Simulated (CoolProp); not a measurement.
Saturation properties of n-heptane (Tc = 541.2 K, pc = 2.774 MPa, ω = 0.349).

The numbers come from the reference Helmholtz-energy equation of state, Span 2003 in CoolProp. It is a short technical equation, of lower accuracy than the large ones.

| T (K) | p (MPa) | surface tension (mN/m) | liquid viscosity (µPa s) |
|---|---|---|---|
| 261.8 | 0.0007290 | 23.4 | 607 |
| 284.7 | 0.002996 | 21.1 | 453 |
| 307.6 | 0.009589 | 18.8 | 353 |
| 330.5 | 0.02532 | 16.6 | 282 |
| 353.4 | 0.05756 | 14.4 | 230 |
| 376.3 | 0.1163 | 12.2 | 190 |
| 399.2 | 0.2140 | 10.2 | 159 |
| 422.2 | 0.3658 | 8.16 | 133 |
| 445.1 | 0.5870 | 6.24 | 111 |
| 468 | 0.8965 | 4.42 | 92.5 |
| 490.9 | 1.316 | 2.73 | 75.7 |
| 513.8 | 1.873 | 1.24 | 59.2 |

It boils at 371.5 K under 1 atm.

Viscosity comes from a separate model (Michailidou 2014). Surface tension comes from a separate correlation (Mulero 2012).
